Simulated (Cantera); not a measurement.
Feed: 1 mol Si, 1.1 mol Cl2, 0.43 mol H2, equilibrated at 575 °C and 13300 Pa.

Method: chemical equilibrium by Gibbs-energy minimisation in Cantera with the NASA 1993 tables (ideal gas, pure condensed phases). Candidate condensed phases: Si; 19 gas species. The tables' values for SiCl3 are old estimates; treat these amounts as uncertain. Kinetics and transport are ignored.

Base state: SiCl4 0.510, H2 0.404, SiHCl3 0.0803, HCl 0.00416, SiH2Cl2 0.00111, SiCl3 0.000598, SiCl2 5.06e-5 (mole fractions); condensed: Si(s).

**Question.** What changes in the equilibrium state with this change: temperature from 575 °C to 777 °C?

**Answer.** 
```csv
species,before,after
SiCl4,0.510,0.494
H2,0.404,0.391
SiHCl3,0.0803,0.0718
HCl,0.00416,0.0279
SiCl3,0.000598,0.0101
SiCl2,5.06e-5,0.00373
SiH2Cl2,0.00111,0.00119
"Si(s), mol",0.431,0.434
```

**Question.** What changes in the equilibrium state with this change: pressure from 13300 Pa to 950000 Pa?

**Answer.** 
| species | before | after |
|---|---|---|
| SiCl4 | 0.510 | 0.439 |
| H2 | 0.404 | 0.355 |
| SiHCl3 | 0.0803 | 0.196 |
| SiH3Cl | 3.64e-6 | 7.10e-5 |
| SiCl2 | 5.06e-5 | 5.57e-6 |
| Si(s), mol | 0.431 | 0.401 |

**Question.** What changes in the equilibrium state with this change: pressure from 13300 Pa to 2100000 Pa?

**Answer.** 
| species | before | after |
|---|---|---|
| SiCl4 | 0.510 | 0.420 |
| H2 | 0.404 | 0.341 |
| SiHCl3 | 0.0803 | 0.226 |
| SiH2Cl2 | 0.00111 | 0.0107 |
| SiH3Cl | 3.64e-6 | 0.000120 |
| SiCl2 | 5.06e-5 | 3.66e-6 |
| SiCl3 | 0.000598 | 0.000146 |
| Si(s), mol | 0.431 | 0.393 |
